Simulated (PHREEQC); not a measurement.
**Acid mine or pickling water: an equilibrium model**

Model water analysis in mg/L, 25 °C, pH 3.5, pe 8.7:

| constituent | mg/L |
|---|---|
| Na | 252 |
| K | 226 |
| Ca | 232 |
| Mg | 315 |
| Cl | 423 |
| S(6) as SO4 | 2040 |
| B | 0.142 |
| Fe(3) | 4.35 |

Valence states are taken as typed.

All values are PHREEQC results (ion-association model, wateq4f.dat), not measurements.

This is a speciation only: nothing precipitates in the calculation.

Problem. Estimate the ionic strength.

Solution. ionic strength 0.0660 mol/kgw.

Problem. In which forms is Ca present?

Solution. Ca+2 67 %, CaSO4 33 % of the Ca.

Saturation is exceeded, for instance for Jarosite-K, Jarosite-Na; the values hold only as long as no solid forms. Complexes and solids missing from the database can't appear.
